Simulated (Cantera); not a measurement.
Gas mixture: O2 = 0.12 (molar parts), at 12000 Pa, frozen composition.

Cantera's kinetic-theory transport with the Lennard-Jones parameters of GRI-Mech 3.0, ideal gas; thermal conductivity in the multicomponent form.

D: mixture-averaged diffusion coefficient of that species in the mixture.

```csv
T (K),ρ (kg/m³),cp (J/kg/K),μ (µPa s),λ (mW/m/K),Pr,D (cm²/s) NO,D (cm²/s) H2,D (cm²/s) CH3
400,0.115,941.4,25.6,33.9,0.712,2.86,?,3.20
500,0.0924,971.4,30.0,41.1,0.711,4.20,?,4.71
600,0.0770,1003,34.1,48.1,0.710,5.73,?,6.45
700,0.0660,1031,37.8,54.9,0.710,7.43,?,8.39
800,0.0577,1055,41.4,61.5,0.710,9.30,?,10.5
900,0.0513,1074,44.7,67.7,0.709,11.3,?,12.8
1000,0.0462,1090,47.9,73.7,0.709,13.5,?,15.3
```

### Question
Complete the blanks.

### Answer

- 400, D (cm²/s) H2: 11.1
- 500, D (cm²/s) H2: 16.2
- 600, D (cm²/s) H2: 22.0
- 700, D (cm²/s) H2: 28.4
- 800, D (cm²/s) H2: 35.5
- 900, D (cm²/s) H2: 43.1
- 1000, D (cm²/s) H2: 51.3
